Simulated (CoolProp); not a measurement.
Vapour pressure (MPa) of n-butane: the reference equation beside estimates from Tc = 425.1 K, pc = 3.796 MPa, ω = 0.201.

Computed with CoolProp (reference Helmholtz-energy equation of state, Bücker 2006).

```csv
T (K),reference,Lee-Kesler,Redlich-Kwong
274,0.1066,[?],[?]
281.3,0.1391,0.1381,0.2026
288.6,0.1788,0.1782,[?]
295.9,0.2267,0.2266,[?]
303.2,0.2838,0.2844,0.3879
310.5,0.3512,0.3526,0.4703
317.9,[?],0.4335,0.5659
325.2,0.5228,[?],0.6728
332.5,0.6281,0.6323,[?]
```

What belongs in the gaps?


- 274, Lee-Kesler: 0.1054
- 274, Redlich-Kwong: 0.1587
- 288.6, Redlich-Kwong: 0.2548
- 295.9, Redlich-Kwong: 0.3163
- 317.9, reference: 0.4312
- 325.2, Lee-Kesler: 0.5260
- 332.5, Redlich-Kwong: 0.7932

Absolute difference from the reference over all 9 rows, mean and median: Lee-Kesler 0.5 and 0.5 %, Redlich-Kwong 37.0 and 36.7 %.
